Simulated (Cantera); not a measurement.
**N2O furnace oxynitridation**

An isothermal, constant-pressure homogeneous reactor starts with N₂O : O₂ = 1 : 1.8 (molar parts), at 1073 K and 100000 Pa.

Computed with Cantera and GRI-Mech 3.0 (53 species, 325 reactions). GRI-Mech 3.0 was tuned for natural gas; its chemistry of N2O as a main component is partial and can be far from experiment. The mechanism lacks the step 2 NO + O2 → 2 NO2, which can matter for NO2 below about 1400 K. The temperature is held fixed by assumption; the heat of reaction is taken as removed at once.

| t (s) | x N₂O | x O₂ | x NO | x N₂ | x NO₂ | x O |
|---|---|---|---|---|---|---|
| 4.00e-5 | 0.357 | 0.643 | 1.60e-8 | 4.04e-7 | <1e-12 | 1.44e-7 |
| 0.000195 | 0.357 | 0.643 | 1.40e-7 | 2.45e-6 | 1.58e-12 | 1.85e-7 |
| 0.000949 | 0.357 | 0.643 | 7.65e-7 | 1.26e-5 | 4.75e-11 | 1.86e-7 |
| 0.00462 | 0.357 | 0.643 | 3.81e-6 | 6.21e-5 | 1.17e-9 | 1.86e-7 |
| 0.0225 | 0.357 | 0.643 | 1.86e-5 | 0.000303 | 2.64e-8 | 1.85e-7 |
| 0.110 | 0.355 | 0.643 | 9.01e-5 | 0.00147 | 4.90e-7 | 1.85e-7 |
| 0.533 | 0.349 | 0.644 | 0.000429 | 0.00707 | 5.05e-6 | 1.83e-7 |
| 2.60 | 0.318 | 0.648 | 0.00192 | 0.0322 | 2.73e-5 | 1.72e-7 |
| 12.7 | 0.213 | 0.661 | 0.00661 | 0.119 | 9.80e-5 | 1.31e-7 |
| 61.6 | 0.0508 | 0.683 | 0.0117 | 0.254 | 0.000185 | 4.53e-8 |
| 300 | 0.000372 | 0.691 | 0.0117 | 0.297 | 0.000573 | 1.38e-9 |
x: mole fraction; the columns are a selection and need not sum to one.

Equilibrium at this temperature and pressure: N₂O 3.58e-9, O₂ 0.697, NO 7.51e-5, N₂ 0.303, NO₂ 4.57e-6, O 1.05e-9 (gas phase only).
